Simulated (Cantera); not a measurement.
Input: 1 mol CH₂F₂, 2.4 mol HCl, equilibrated at 1752 °C and 46.0 Pa.

Equilibrium computed with Cantera from the NASA thermochemical tables; the gas is ideal and each condensed phase is pure. The numbers say what is thermodynamically allowed, not how fast it happens.

```tsv
species	before	after
HF	0.423	0.418
HCl	0.390	0.367
Cl	0.118	0.135
H	0.0198	0.0267
H₂	0.0489	0.0540
F	7.81e-5	9.40e-5
C₂H₂ (acetylene)	4.42e-5	4.89e-5
C(graphite), mol	1.000	1.000
```
Gas species are given as mole fractions.

Name the change that produced these shifts.
A) temperature from 1752 °C to 2602 °C
B) pressure from 46.0 Pa to 28.0 Pa
C) temperature from 1752 °C to 2427 °C
D) temperature from 1752 °C to 3227 °C

B, pressure from 46.0 Pa to 28.0 Pa
